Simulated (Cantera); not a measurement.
**Hydrogen reduction and annealing atmospheres: PbO + H2**

A closed system holds: 1 mol PbO, 0.7 mol H2.

Method: chemical equilibrium by Gibbs-energy minimisation in Cantera with the NASA 1993 tables (ideal gas, pure condensed phases). Candidate condensed phases: H2O, Pb, PbO, PbO2, Pb3O4; 12 gas species. Each liquid is taken as pure. Mutual solubility and eutectic melting of coexisting phases are not modelled. Rates play no part.

### Question
Map the stable condensed phases over T = 450, 600, 750, 900, 1050, 1200, 1350, 1500, 1650, 1800 °C and P in Pa = 10, 42, 180, 750, 3200, 13000, 56000, 240000, 1000000.

### Answer
```
T in °C \ P in Pa
              10      42     180     750    3200   13000   56000  240000 1000000
   1800        A       A       A       A       A       A       A       A       B
   1650        A       A       A       A       A       A       A       B       B
   1500        A       A       A       A       A       A       C       B       B
   1350        A       A       A       A       A       A       B       B       B
   1200        A       A       A       A       A       B       B       B       B
   1050        A       A       A       D       B       B       B       B       B
    900        A       D       B       B       B       B       B       B       B
    750        B       B       B       B       B       B       B       B       B
    600        B       B       B       B       B       B       B       B       B
    450        B       B       B       B       B       B       B       B       B
```
A: gas only; B: Pb + PbO; C: Pb; D: PbO.
